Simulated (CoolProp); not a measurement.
R1234ze(Z) along the isotherm 440 K: Z from the reference equation and from simpler models built on Tc = 423.3 K, pc = 3.531 MPa, ω = 0.327; each cubic takes its own stable root.

Values from CoolProp's reference Helmholtz-energy equation of state, Akasaka 2019.

```json
[
 {"p (MPa)": "1.1", "phase": "gas", "reference": "0.8918"},
 {"p (MPa)": "2.21", "phase": "gas", "reference": "0.7655"},
 {"p (MPa)": "3.31", "phase": "gas", "reference": "0.6099"},
 {"p (MPa)": "4.41", "phase": "supercritical", "reference": "0.3681"},
 {"p (MPa)": "5.52", "phase": "supercritical", "reference": "0.2684"},
 {"p (MPa)": "6.62", "phase": "supercritical", "reference": "0.2875"},
 {"p (MPa)": "7.72", "phase": "supercritical", "reference": "0.3157"},
 {"p (MPa)": "8.83", "phase": "supercritical", "reference": "0.3464"},
 {"p (MPa)": "9.93", "phase": "supercritical", "reference": "0.3775"},
 {"p (MPa)": "11", "phase": "supercritical", "reference": "0.4079"},
 {"p (MPa)": "12.1", "phase": "supercritical", "reference": "0.4392"},
 {"p (MPa)": "13.2", "phase": "supercritical", "reference": "0.4703"},
 {"p (MPa)": "14.3", "phase": "supercritical", "reference": "0.5013"},
 {"p (MPa)": "15.4", "phase": "supercritical", "reference": "0.5320"},
 {"p (MPa)": "16.5", "phase": "supercritical", "reference": "0.5626"},
 {"p (MPa)": "17.7", "phase": "supercritical", "reference": "0.5957"}
]
```

Task: How far does each simpler model (van der Waals, Soave-Redlich-Kwong, Peng-Robinson) lie from the reference over these 16 states: mean and median of the absolute difference, and the worst?

Result: 
- van der Waals: mean 36.8 %, median 48.4 %, worst +49.7 % at 440 K and 17.7 MPa
- Soave-Redlich-Kwong: mean 20.0 %, median 22.1 %, worst +31.8 % at 440 K and 5.52 MPa
- Peng-Robinson: mean 10.2 %, median 10.2 %, worst +21.1 % at 440 K and 5.52 MPa
